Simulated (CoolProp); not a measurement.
Vapour-liquid equilibrium of toluene (1) + n-decane (2) at 47.15 °C; x and y are mole fractions of (1).

The numbers come from the multi-fluid Helmholtz-energy mixture model, Lemmon 2006 and Lemmon 2006; pair parameters Bell 2016 in CoolProp.

```
x     bubble pressure, mixture model (MPa)  bubble pressure, Raoult's law (MPa)  y, mixture model  y, Raoult's law
----  ------------------------------------  -----------------------------------  ----------------  ---------------
0.05                              0.001327                             0.001253               [?]            0.434
0.15                                   [?]                             0.002265             0.751            0.720
0.25                              0.003767                             0.003277             0.851            0.829
0.35                              0.004915                             0.004289             0.900            0.887
0.45                                   [?]                             0.005302             0.929            0.922
0.55                              0.006918                             0.006314             0.948            0.947
0.65                              0.007799                             0.007326             0.962            0.964
0.75                              0.008644                             0.008338             0.974            0.978
0.85                              0.009494                             0.009350             0.985            0.988
0.95                                   [?]                              0.01036               [?]            0.996
```

Task: What belongs in the gaps?

Result: 
- 0.05, y, mixture model: 0.465
- 0.15, bubble pressure, mixture model (MPa): 0.002549
- 0.45, bubble pressure, mixture model (MPa): 0.005965
- 0.95, bubble pressure, mixture model (MPa): 0.01039
- 0.95, y, mixture model: 0.995

The largest gap from Raoult's law is +15.0 % in bubble pressure, at x = 0.25. No azeotrope shows between x = 0.05 and 0.95.

Pair parameters are fitted to limited data, so mixtures are less certain than the pure fluids.
